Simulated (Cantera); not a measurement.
Feed: 1 mol MgCO3, 0.46 mol H2S, 0.092 mol O2, at 7.60 bar.

Method: chemical equilibrium by Gibbs-energy minimisation in Cantera with the NASA 1993 tables (ideal gas, pure condensed phases). Candidate condensed phases: C, C6H6, C7H8, C8H18, H2O, H2SO4, Mg, MgCO3, MgO, Mg(OH)2, MgS, MgSO4, S; 130 gas species. Gases not in the tables: S3 to S7. The numbers say what is thermodynamically allowed, not how fast it happens. All values below are at 827 °C.

Base state: CO2 0.602, H2O 0.145, H2S 0.145, S2 0.0619, COS 0.0192, CO 0.0175, SO2 0.00433, H2 0.00415 (mole fractions); condensed: MgO(s).

**Question.** What changes in the equilibrium state with this change: pressure from 7.60 bar to 2.40 bar?

**Answer.** 
```
species        before     after
-----------  --------  --------
CO2             0.602     0.593
H2O             0.145     0.152
H2S             0.145     0.134
CO             0.0175    0.0258
COS            0.0192    0.0167
S2             0.0619    0.0683
H2            0.00415   0.00651
S2O          0.000758  0.000558
SH            2.97e-5   3.91e-5
CS2          0.000146  0.000113
SO2           0.00433   0.00360
MgO(s), mol      1.00      1.00
```
